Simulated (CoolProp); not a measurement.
n-perfluorohexane along the isotherm 176.85 °C: fugacity coefficient from the reference equation and from simpler models built on Tc = 174.9 °C, pc = 1742 kPa, ω = 0.497; each cubic takes its own stable root.

Values from CoolProp's reference Helmholtz-energy equation of state, Gao 2022.

```json
[
 {"p (kPa)": "13.8", "phase": "gas", "reference": "0.9973", "van der Waals": "0.9977", "Redlich-Kwong": "0.9973", "Peng-Robinson": "0.9970"},
 {"p (kPa)": "26.1", "phase": "gas", "reference": "0.9948", "van der Waals": "0.9956", "Redlich-Kwong": "0.9950", "Peng-Robinson": "0.9944"},
 {"p (kPa)": "49.5", "phase": "gas", "reference": "0.9902", "van der Waals": "0.9917", "Redlich-Kwong": "0.9905", "Peng-Robinson": "0.9894"},
 {"p (kPa)": "93.8", "phase": "gas", "reference": "0.9815", "van der Waals": "0.9842", "Redlich-Kwong": "0.9819", "Peng-Robinson": "0.9800"},
 {"p (kPa)": "178", "phase": "gas", "reference": "0.9649", "van der Waals": "0.9701", "Redlich-Kwong": "0.9658", "Peng-Robinson": "0.9622"},
 {"p (kPa)": "337", "phase": "gas", "reference": "0.9339", "van der Waals": "0.9434", "Redlich-Kwong": "0.9357", "Peng-Robinson": "0.9291"},
 {"p (kPa)": "639", "phase": "gas", "reference": "0.8755", "van der Waals": "0.8930", "Redlich-Kwong": "0.8791", "Peng-Robinson": "0.8676"},
 {"p (kPa)": "1210", "phase": "gas", "reference": "0.7659", "van der Waals": "0.7967", "Redlich-Kwong": "0.7738", "Peng-Robinson": "0.7554"},
 {"p (kPa)": "2300", "phase": "supercritical", "reference": "0.5312", "van der Waals": "0.5795", "Redlich-Kwong": "0.5500", "Peng-Robinson": "0.5304"},
 {"p (kPa)": "4350", "phase": "supercritical", "reference": "0.3333", "van der Waals": "0.3968", "Redlich-Kwong": "0.3596", "Peng-Robinson": "0.3399"}
]
```
